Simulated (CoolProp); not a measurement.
Carbon monoxide at 256.68 K and 8.24 MPa is compressed adiabatically to 30.1 MPa with isentropic efficiency 0.9. Each further row changes one setting.

Computed with CoolProp (reference Helmholtz-energy equation of state, Lemmon 2006). It is a short technical equation, of lower accuracy than the large ones.

```json
[
 {"case": "as stated", "work (kJ/kg)": "[?]", "final temperature (K)": "[?]", "final density (kg/m³)": "[?]"},
 {"case": "efficiency 1", "work (kJ/kg)": "125", "final temperature (K)": "374.6", "final density (kg/m³)": "235"},
 {"case": "efficiency 0.65", "work (kJ/kg)": "[?]", "final temperature (K)": "[?]", "final density (kg/m³)": "204"}
]
```

Q: Some entries are withheld; supply them.

A: 
- as stated, work (kJ/kg): 139
- as stated, final temperature (K): 385.7
- as stated, final density (kg/m³): 228
- efficiency 0.65, work (kJ/kg): 192
- efficiency 0.65, final temperature (K): 429.3
